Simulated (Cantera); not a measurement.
**Equilibrium for silicon carbide growth: SiH₂Cl₂ + C₃H₈ + H₂**

Charge: 1 mol SiH₂Cl₂, 0.074 mol C₃H₈, 9.5 mol H₂, held at 21000 Pa.

Equilibrium computed with Cantera from the NASA thermochemical tables; the gas is ideal and each condensed phase is pure. Candidate condensed phases: C, C₆H₆, C₇H₈, C₈H₁₈, Si, SiC; 109 gas species. Mutual solubility and eutectic melting of coexisting phases are not modelled. The tables' values for SiCl₃, SiCl are old estimates; treat these amounts as uncertain. Gases not in the tables: Si₂H₆ and higher silanes. Rates play no part.

```tsv
T (K)	log p H₂	log p HCl	log p SiCl₂	log p SiCl₄	n Si(s)	n SiC(s)	n Si(l)
1323	-0.73	-1.82	-2.48	-2.73	0.361	0.222	0
1373	-0.73	-1.77	-2.36	-2.94	0.362	0.222	0
1423	-0.73	-1.74	-2.27	-3.18	0.359	0.222	0
1473	-0.74	-1.73	-2.22	-3.45	0.355	0.222	0
1523	-0.74	-1.72	-2.18	-3.73	0.350	0.222	0
1573	-0.74	-1.71	-2.16	-4.02	0.345	0.222	0
1623	-0.74	-1.71	-2.14	-4.29	0.340	0.222	0
1673	-0.74	-1.71	-2.13	-4.56	0.336	0.222	0
1723	-0.74	-1.70	-2.13	-4.81	0	0.222	0.342
1773	-0.74	-1.69	-2.14	-5.04	0	0.222	0.355
1823	-0.74	-1.68	-2.15	-5.26	0	0.222	0.366
1873	-0.74	-1.67	-2.16	-5.47	0	0.222	0.377
1923	-0.74	-1.67	-2.17	-5.68	0	0.222	0.386
```
log p: log10 of the partial pressure in bar; n: condensed amount in mol.

From 1323 K to 1673 K the condensed part is Si(s) + SiC(s). From 1723 K to 1923 K the condensed part is Si(l) + SiC(s). The main Si-bearing gas is SiCl₂ throughout. The share of Si in condensed phases is highest at 1923 K (60.8 %) and lowest at 1673 K (55.8 %).
